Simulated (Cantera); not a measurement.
Carbothermic reduction: PbO + CO + H2

Input: 1 mol PbO, 4 mol CO, 0.44 mol H2, equilibrated at 650 °C.

Cantera equilibrium calculation (NASA polynomials, part measured and part estimated; ideal gas, pure solids and liquids). Candidate condensed phases: C, C6H6, C7H8, C8H18, H2O, Pb, PbO, PbO2, Pb3O4; 113 gas species. Equilibrium is a limit: real reactors are often held back by kinetics, nucleation or transport.

From 10.0 Pa to 0.130 bar the condensed part is Pb(l). From 0.560 bar to 10.0 bar the condensed part is C(graphite) + Pb(l). The main Pb-bearing gas is Pb throughout.

```csv
P (Pa),x CO2,x CO,x H2O,x H2,x Pb,x CH4,x HCOOH,n Pb(l),n C(graphite)
10,0.207,0.671,0.0127,0.0839,0.0254,1.13e-10,1.25e-12,0.884,0
42,0.211,0.685,0.0129,0.0856,0.00604,2.11e-9,5.47e-12,0.973,0
180,0.212,0.688,0.0130,0.0860,0.00141,3.92e-8,2.37e-11,0.994,0
750,0.212,0.688,0.0130,0.0861,0.000338,6.83e-7,9.88e-11,0.998,0
3200,0.212,0.689,0.0130,0.0861,7.93e-5,1.24e-5,4.22e-10,1.000,0
13000,0.213,0.688,0.0130,0.0858,1.95e-5,0.000203,1.71e-9,1.000,0
56000,0.405,0.479,0.0336,0.0811,4.53e-6,0.000857,1.33e-8,1.000,0.655
240000,0.589,0.279,0.0658,0.0637,1.06e-6,0.00226,6.49e-8,1.000,1.14
1000000,0.708,0.150,0.0965,0.0417,2.54e-7,0.00405,2.13e-7,1.000,1.41
```
x: gas mole fraction; n: condensed amount in mol.
